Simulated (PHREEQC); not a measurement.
Dissolve 0.047 mol/kgw HF, 0.0047 mol/kgw (NH4)2SiF6 and 0.00089 mol/kgw H2SO4 at 25 °C. Closed to the air; pH follows from the charge balance.

Equilibrium calculation in PHREEQC: ion-association model, wateq4f.dat.

```
quantity                    before     after
------------------------  --------  --------
pH                            2.23      2.22
ionic strength (mol/kgw)    0.0214    0.0356
HF (mol/kgw)                0.0349    0.0347
SO4-2 (mol/kgw)           0.000613  0.000605
HF2- (mol/kgw)            0.000611  0.000630
SI of Quartz (SiO2)          -5.43     -5.18
```

### Question
What was changed between the two runs?
(A) (NH4)2SiF6 replaced by Na2SiO3 at the same molality
(B) 0.068 mol/kgw TMAH added
(C) temperature from 25 to 10 °C
(D) HF from 0.047 to 0.0517 mol/kgw
(E) (NH4)2SiF6 from 0.0047 to 0.0094 mol/kgw

### Answer
E, (NH4)2SiF6 from 0.0047 to 0.0094 mol/kgw

This is a speciation only: nothing precipitates in the calculation. wateq4f.dat counts part of the HF as a dimer, H2F2, which phreeqc.dat doesn't know; its constant is uncertain. SiF6-2 is the database's only silicon fluoride.
